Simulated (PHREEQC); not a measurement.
Dissolve 0.017 mol/kgw NaOH, 0.00025 mol/kgw H4SiO4 and 0.0035 mol/kgw (CH3)4NCl at 20 °C. Closed to the air; pH follows from the charge balance.

Computed with PHREEQC (ion-association model, wateq4f.dat).

This is a speciation only: nothing precipitates in the calculation.

Predict the pH.

pH 12.33.

In which forms is Si present?

H3SiO4- 86 %, H2SiO4-2 13 % of the Si.

Complexes and solids missing from the database can't appear. (CH3)4N+ isn't in the database: it is added as a free cation with an ion size of 4 Å.
